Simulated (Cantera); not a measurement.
Input (Python, Cantera):

```python
import numpy as np
import cantera as ct

gas = ct.Solution("gri30.yaml")
gas.TPX = 748, 500000, {'CH4': 1, 'H2': 0.72, 'O2': 5.08, 'N2': 48.3}
inlet = ct.Reservoir(gas, clone=True)
gas.equilibrate("HP")  # start burning
reactor = ct.IdealGasConstPressureReactor(gas, energy="on", clone=False)
exhaust = ct.Reservoir(gas, clone=True)
tau = [0.078, 0.023, 0.007, 0.0021, 0.00063, 0.00019, 5.6e-05, 1.7e-05, 5.1e-06][0]
for a, b in ((inlet, reactor), (reactor, exhaust)):
    ct.MassFlowController(a, b, mdot=lambda t: reactor.mass / tau)
net = ct.ReactorNet([reactor])
show = ['CH4', 'H2', 'O2', 'O', 'OH', 'CH2', 'H2O']

rows = []
print(f"{'tau/s':>10s}{'T/K':>9s}" + "".join(f"{s:>11s}" for s in show))
for tau in [0.078, 0.023, 0.007, 0.0021, 0.00063, 0.00019, 5.6e-05, 1.7e-05, 5.1e-06]:
    net.initial_time = 0.0
    net.advance(30 * tau)
    before = gas.X
    net.advance(40 * tau)
    drift = np.max(np.abs(gas.X - before) / (gas.X + 1e-9))
    rows.append([gas.T, *gas[show].X, drift])
    print(f"{tau:10.3e}{gas.T:9.1f}" + "".join(f"{x:11.3e}" for x in gas[show].X))
```

Output:

```
     tau/s      T/K        CH4         H2         O2          O         OH        CH2        H2O
 7.800e-02   1259.7  1.994e-04  1.998e-04  5.093e-02  2.367e-06  8.713e-06  1.632e-09  4.899e-02
 2.300e-02   1214.2  7.923e-04  8.633e-04  5.402e-02  2.954e-06  7.033e-06  2.522e-09  4.693e-02
 7.000e-03    748.0  1.815e-02  1.307e-02  9.220e-02  3.594e-17  1.134e-17  1.454e-28  9.288e-14
 2.100e-03    748.0  1.815e-02  1.307e-02  9.220e-02  3.262e-17  9.956e-18  1.042e-28  2.514e-14
 6.300e-04    748.0  1.815e-02  1.307e-02  9.220e-02  2.745e-17  7.801e-18  5.144e-29  5.909e-15
 1.900e-04    748.0  1.815e-02  1.307e-02  9.220e-02  2.211e-17  5.670e-18  1.658e-29  1.296e-15
 5.600e-05    748.0  1.815e-02  1.307e-02  9.220e-02  1.785e-17  4.316e-18  4.269e-30  2.907e-16
 1.700e-05    748.0  1.815e-02  1.307e-02  9.220e-02  1.314e-17  3.379e-18  1.057e-30  6.907e-17
 5.100e-06    748.0  1.815e-02  1.307e-02  9.220e-02  7.216e-18  2.360e-18  2.195e-31  1.447e-17
```

Detailed kinetics in Cantera: GRI-Mech 3.0 (53 species, 325 reactions).
